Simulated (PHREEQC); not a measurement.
1 kg of water holding 0.029 mol KCl, 0.047 mol NaCl and 0.0041 mol SrCl2 is evaporated at 25 °C; the solids stay in contact with the brine. The system is closed to CO2. The run lets Halite, Sylvite precipitate or redissolve, and no other solid.

Computed with PHREEQC (Pitzer model, pitzer.dat).

**Question.** Predict ionic strength, water activity at water left (kg) = 0.2082, 0.09502, 0.0293, 0.00903, 0.005012.

**Answer.** 
| water left (kg) | ionic strength | water activity |
|---|---|---|
| 0.2082 | 0.424 | 0.987 |
| 0.09502 | 0.929 | 0.972 |
| 0.0293 | 3.01 | 0.904 |
| 0.00903 | 7.72 | 0.716 |
| 0.005012 | 8.17 | 0.710 |

Species that the database lacks are ignored.
